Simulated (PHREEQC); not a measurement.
A column of 0.2 m (40 cells, dispersivity 0.007 m, 3600 s a shift, diffusion coefficient 3e-10 m²/s) holds 0.3 eq of the database's cation exchanger X per kg of pore water, first in equilibrium with 6.3 mmol/kgw KBr, 99 mmol/kgw KCl and 0.01 mmol/kgw HCl. It is flushed with 0.0047 mol/kgw ZnSO4, 0.092 mol/kgw CaCl2, 0.019 mol/kgw MnCl2 and 1e-05 mol/kgw HCl, at 40 °C. Values are for the last cell. CO2 from the air is kept out. No solid was allowed to form.

Equilibrium calculation in PHREEQC: ion-association model, phreeqc.dat.

| pore volumes | Ca in solution (mol/kgw) | Mn in solution (mol/kgw) | Br in solution (mol/kgw) |
|---|---|---|---|
| 0 | 0 | 0 | 0.00630 |
| 0.1625 | 0 | 0 | 0.00630 |
| 0.4625 | 0 | 3.09e-12 | 0.00629 |
| 0.6125 | 2.67e-13 | 3.92e-8 | 0.00604 |
| 0.9125 | … | 0.000464 | 0.00367 |
| 1.062 | 0.000189 | 0.00242 | 0.00226 |
| 1.212 | 0.00129 | 0.00556 | 0.00123 |
| 1.512 | 0.00835 | 0.0113 | … |
| 1.663 | 0.0139 | 0.0133 | 0.000125 |
| 1.812 | 0.0204 | 0.0147 | 5.29e-5 |
| 2.112 | 0.0346 | 0.0166 | 8.63e-6 |
| 2.263 | 0.0418 | 0.0172 | 3.38e-6 |
| 2.413 | 0.0488 | 0.0177 | 1.30e-6 |
| 2.712 | 0.0613 | 0.0183 | 1.85e-7 |
| 2.862 | 0.0667 | 0.0185 | 6.90e-8 |
| 3.163 | 0.0754 | 0.0187 | 9.38e-9 |
| 3.312 | 0.0787 | 0.0188 | 3.43e-9 |
| 3.462 | 0.0815 | 0.0188 | 1.25e-9 |
| 3.763 | 0.0856 | 0.0189 | 1.63e-10 |
| 3.913 | 0.0870 | 0.0189 | 5.89e-11 |
| 4.213 | 0.0891 | 0.0190 | 7.59e-12 |
| 4.362 | 0.0898 | 0.0190 | 2.72e-12 |
| 4.513 | 0.0903 | 0.0190 | 9.73e-13 |
| 4.812 | 0.0911 | 0.0190 | … |
| 4.963 | 0.0913 | 0.0190 | 4.42e-14 |

### Question
Complete the blanks.

### Answer

- 0.9125, Ca in solution (mol/kgw): 5.63e-6
- 1.512, Br in solution (mol/kgw): 0.000285
- 4.812, Br in solution (mol/kgw): 1.24e-13

Away from 25 °C the constants follow the database's enthalpies or fits; those with neither stay at their 25 °C values.
